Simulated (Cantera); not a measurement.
Mixture: CH4 : CO : O2 : N2 = 1 : 0.032 : 2.96 : 11.1 (molar parts), at 5.20 bar, adiabatic and at constant volume. Ignition delay is the time to a rise of 400 K.

Detailed kinetics in Cantera: GRI-Mech 3.0 (53 species, 325 reactions).

Problem. What does this change do: constant pressure in place of constant volume?

Solution. 
```
quantity                                                before       after
--------------------------------------------------  ----------  ----------
delay at 1275 K                                        3.03 ms     3.18 ms
delay at 1375 K                                       0.956 ms     1.01 ms
delay at 1475 K                                       0.337 ms    0.357 ms
delay at 1575 K                                       0.133 ms    0.141 ms
delay at 1675 K                                        58.5 µs     62.2 µs
apparent activation energy between 1575 and 1675 K  180 kJ/mol  180 kJ/mol
```
